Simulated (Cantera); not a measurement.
# Hydrocarbon pyrolysis for carbon deposition

A perfectly stirred reactor is fed with CH₄ : N₂ = 1 : 15 (molar parts), at 0.000540 bar; it is held at 1750 K, and followed from long to short residence time.

Computed with Cantera and GRI-Mech 3.0 (53 species, 325 reactions). GRI-Mech 3.0 stops at C3 and has no aromatics, soot or wall deposition, so with more carbon than oxygen in the feed, carbon stays in small species such as C2H2 where larger ones or solid carbon would form. Radical loss at walls, strong at low pressure, is not modelled.

```csv
τ (s),x CH₄,x H₂,x C₂H₄,x C₂H,x CH₃,x C₂H₂
13,0.0177,0.0621,0.000350,3.30e-7,0.000776,0.0203
3.4,0.0352,0.0365,0.00104,1.54e-7,0.00117,0.0113
0.90,0.0554,0.00805,0.00101,2.29e-8,0.00109,0.00182
0.23,0.0619,0.000393,6.47e-5,5.55e-10,0.000387,2.36e-5
0.061,0.0624,5.50e-5,1.51e-6,3.35e-12,0.000104,1.40e-7
0.016,0.0625,1.31e-5,2.71e-8,<1e-12,2.68e-5,6.53e-10
0.0042,0.0625,3.02e-6,3.89e-10,<1e-12,6.63e-6,2.45e-12
```
x: mole fraction; the columns are a selection and need not sum to one.
